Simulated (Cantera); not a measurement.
A perfectly stirred reactor is fed with CH4 : H2O : H2 = 1 : 2.2 : 1.6 (molar parts), at 120 Torr; it is held at 1550 K, and followed from long to short residence time.

Detailed kinetics in Cantera: GRI-Mech 3.0 (53 species, 325 reactions).

Problem. What does this change do: pressure from 120 Torr to 1.00 bar?

Solution. 
| quantity | before | after |
|---|---|---|
| x(CH4) at τ = 4.30 s | 0.0623 | 0.0570 |
| x(H2O) at τ = 4.30 s | 0.357 | 0.322 |
| x(H2) at τ = 4.30 s | 0.508 | 0.537 |
| x(C2H4) at τ = 4.30 s | 0.000739 | 0.00285 |
| x(C2H6) at τ = 4.30 s | 1.42e-5 | 1.69e-5 |
| x(CH4) at τ = 0.130 s | 0.178 | 0.152 |
| x(H2O) at τ = 0.130 s | 0.447 | 0.435 |
| x(H2) at τ = 0.130 s | 0.363 | 0.388 |
| x(C2H4) at τ = 0.130 s | 0.00103 | 0.00208 |
| x(C2H6) at τ = 0.130 s | 0.000103 | 9.95e-5 |

Problem. What does this change do: H2O 2.2 to 0.34 parts?

Solution. 
| quantity | before | after |
|---|---|---|
| x(CH4) at τ = 4.30 s | 0.0623 | 0.0974 |
| x(H2O) at τ = 4.30 s | 0.357 | 0.0836 |
| x(H2) at τ = 4.30 s | 0.508 | 0.724 |
| x(C2H4) at τ = 4.30 s | 0.000739 | 0.00191 |
| x(C2H6) at τ = 4.30 s | 1.42e-5 | 2.01e-5 |
| x(CH4) at τ = 0.130 s | 0.178 | 0.294 |
| x(H2O) at τ = 0.130 s | 0.447 | 0.112 |
| x(H2) at τ = 0.130 s | 0.363 | 0.576 |
| x(C2H4) at τ = 0.130 s | 0.00103 | 0.00184 |
| x(C2H6) at τ = 0.130 s | 0.000103 | 0.000141 |
GRI-Mech 3.0 stops at C3 and has no aromatics, soot or wall deposition, so with more carbon than oxygen in the feed, carbon stays in small species such as C2H2 where larger ones or solid carbon would form.
